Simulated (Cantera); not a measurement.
A freely propagating, adiabatic, planar premixed flame of CH₃OH : O₂ : N₂ : CO₂ = 1 : 1.36 : 5.13 : 0.23 (molar parts), equivalence ratio 1.1, unburnt at 325 K and 165 Torr; mixture-averaged transport, grid criteria slope 0.08 and curve 0.16, no radiation.

Computed with Cantera and GRI-Mech 3.0 (53 species, 325 reactions). GRI-Mech 3.0 was tuned for natural gas; its chemistry of methanol as a main component is partial and can be far from experiment. Burning velocities carry a grid error of a few per cent, more on coarse grids.

Problem. How do the results move with these cheaper or finer settings: unity-Lewis-number transport; multicomponent transport; multicomponent+Soret transport; grid criteria slope 0.5, curve 1; grid criteria slope 0.25, curve 0.5; grid criteria slope 0.03, curve 0.06?

Solution. 
```
setting                               laminar burning velocity  thermal thickness  peak x(CH₃)  peak x(CH₂O)  grid points
------------------------------------  ------------------------  -----------------  -----------  ------------  -----------
as above                                             59.4 cm/s            1.24 mm     0.000189        0.0101          143
unity-Lewis-number transport                         35.7 cm/s            1.87 mm     0.000167       0.00573          134
multicomponent transport                             59.4 cm/s            1.26 mm     0.000189        0.0101          143
multicomponent+Soret transport                       58.3 cm/s            1.27 mm     0.000185        0.0101          144
grid criteria slope 0.5, curve 1                     67.4 cm/s            1.38 mm     0.000198        0.0101           42
grid criteria slope 0.25, curve 0.5                  62.4 cm/s            1.30 mm     0.000190        0.0100           68
grid criteria slope 0.03, curve 0.06                 57.8 cm/s            1.23 mm     0.000186        0.0101          314
```
The base run took roughly 60 core-seconds.
Unity Lewis numbers drop preferential diffusion, which matters most where H2 and H carry the flame; Soret adds thermal diffusion.
